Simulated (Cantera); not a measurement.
A diamond (100) surface in a fixed gas of H2 with x(CH4) = 0.0085, x(H) = 0.0014, x(CH3) = 2.5e-05, 11.3 Torr; coverages are run to steady state.

Computed with Cantera and the Harris–Goodwin 1993 mechanism for the reconstructed diamond (100) surface.

θ: site fractions in the mechanism's names (c6HH fully hydrogenated, c6H* and c6*H radical sites, c6** diradical, c6HM methylated).

```tsv
T (K)	growth (µm/h)	θ c6HH	θ c6H*	θ c6*H	θ c6**	θ c6HM
900	…	0.680	0.0103	0.287	0.00421	0.0143
950	0.135	0.636	0.0139	0.330	0.00638	0.0105
1000	0.134	0.594	0.0181	0.370	0.00915	0.00652
1050	…	0.555	0.0227	0.406	0.0125	0.00309
1100	…	0.518	0.0275	0.436	0.0163	0.00115
1150	…	0.485	0.0325	0.461	0.0205	0.000387
1200	0.0332	0.456	0.0376	0.481	0.0247	0.000129
1250	0.0328	0.432	0.0426	0.496	0.0289	4.36e-5
1300	0.0312	0.412	0.0475	0.507	0.0327	1.49e-5
1350	…	0.397	0.0522	0.514	0.0361	5.14e-6
1400	…	0.386	0.0567	0.519	0.0391	1.88e-6
```

Task: What belongs in the gaps?

Result: 
- 900, growth (µm/h): 0.112
- 1050, growth (µm/h): 0.0998
- 1100, growth (µm/h): 0.0611
- 1150, growth (µm/h): 0.0399
- 1350, growth (µm/h): 0.0236
- 1400, growth (µm/h): 0.0135
